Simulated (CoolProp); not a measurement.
R410A along the isobar 26.5 MPa: fugacity coefficient from the reference equation and from simpler models built on Tc = 344.5 K, pc = 4.901 MPa, ω = 0.296; each cubic takes its own stable root.

The numbers come from the reference Helmholtz-energy equation of state, Lemmon 2003 in CoolProp. It is a pseudo-pure fit of the blend.

| T (K) | phase | reference |
|---|---|---|
| 221.1 | liquid | 0.007550 |
| 260.9 | liquid | 0.03536 |
| 300.8 | liquid | 0.09915 |
| 340.6 | liquid | 0.2009 |
| 380.5 | supercritical | 0.3290 |
| 420.3 | supercritical | 0.4636 |
| 460.2 | supercritical | 0.5886 |
| 500 | supercritical | 0.6941 |

### Question
How far does each simpler model (Soave-Redlich-Kwong, Peng-Robinson) lie from the reference over these 8 states: mean and median of the absolute difference, and the worst?

### Answer
- Soave-Redlich-Kwong: mean 16.7 %, median 17.1 %, worst +18.8 % at 340.6 K and 26.5 MPa
- Peng-Robinson: mean 5.6 %, median 5.6 %, worst +6.7 % at 340.6 K and 26.5 MPa
